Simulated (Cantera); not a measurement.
A perfectly stirred reactor is fed with CH4 : H2 : N2 = 0.029 : 1 : 0.01 (molar parts), at 22.5 Torr; it is held at 2575 K, and followed from long to short residence time.

Model: GRI-Mech 3.0 (53 species, 325 reactions), integrated in Cantera. GRI-Mech 3.0 stops at C3 and has no aromatics, soot or wall deposition, so with more carbon than oxygen in the feed, carbon stays in small species such as C2H2 where larger ones or solid carbon would form. Radical loss at walls, strong at low pressure, is not modelled.

Question: What does this change do: 0.024 parts H2O added?

Answer: 
```tsv
quantity	before	after
x(CH4) at τ = 0.730 s	1.00e-5	1.30e-5
x(H2) at τ = 0.730 s	0.817	0.817
x(C2H2) at τ = 0.730 s	0.0118	0.00175
x(H) at τ = 0.730 s	0.162	0.153
x(CH3) at τ = 0.730 s	3.47e-5	4.26e-5
x(CH4) at τ = 16.0 ms	0.000916	0.00104
x(H2) at τ = 16.0 ms	0.926	0.914
x(C2H2) at τ = 16.0 ms	0.0122	0.00639
x(H) at τ = 16.0 ms	0.0503	0.0469
x(CH3) at τ = 16.0 ms	0.000875	0.000936
```

Question: What does this change do: CH4 0.029 to 0.09 parts?

Answer: 
```
quantity                  before    after
----------------------  --------  -------
x(CH4) at τ = 0.730 s    1.00e-5  1.64e-5
x(H2) at τ = 0.730 s       0.817    0.797
x(C2H2) at τ = 0.730 s    0.0118   0.0335
x(H) at τ = 0.730 s        0.162    0.161
x(CH3) at τ = 0.730 s    3.47e-5  5.74e-5
x(CH4) at τ = 16.0 ms   0.000916  0.00167
x(H2) at τ = 16.0 ms       0.926    0.905
x(C2H2) at τ = 16.0 ms    0.0122   0.0351
x(H) at τ = 16.0 ms       0.0503   0.0482
x(CH3) at τ = 16.0 ms   0.000875  0.00156
```

Question: What does this change do: CH4 0.029 to 0.15 parts?

Answer: 
```tsv
quantity	before	after
x(CH4) at τ = 0.730 s	1.00e-5	1.98e-5
x(H2) at τ = 0.730 s	0.817	0.781
x(C2H2) at τ = 0.730 s	0.0118	0.0510
x(H) at τ = 0.730 s	0.162	0.159
x(CH3) at τ = 0.730 s	3.47e-5	7.00e-5
x(CH4) at τ = 16.0 ms	0.000916	0.00224
x(H2) at τ = 16.0 ms	0.926	0.888
x(C2H2) at τ = 16.0 ms	0.0122	0.0536
x(H) at τ = 16.0 ms	0.0503	0.0458
x(CH3) at τ = 16.0 ms	0.000875	0.00202
```
